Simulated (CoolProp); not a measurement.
Vapour-liquid equilibrium of R1234ze(E) (1) + R227EA (2) at 13.55 °C; x and y are mole fractions of (1).

Computed with CoolProp (multi-fluid Helmholtz-energy mixture model, Thol 2016 and Lemmon 2016; pair parameters Bell 2023).

Problem. Give the bubble pressure and the first vapour's composition at x = 0.275, 0.575, 0.65. Is there an azeotrope?

Solution. x = 0.275: 0.3293 MPa, y = 0.300; x = 0.575: 0.3405 MPa, y = 0.594; x = 0.65: 0.3426 MPa, y = 0.665. No azeotrope shows between x = 0.05 and 0.95.

Pair parameters are fitted to limited data, so mixtures are less certain than the pure fluids.
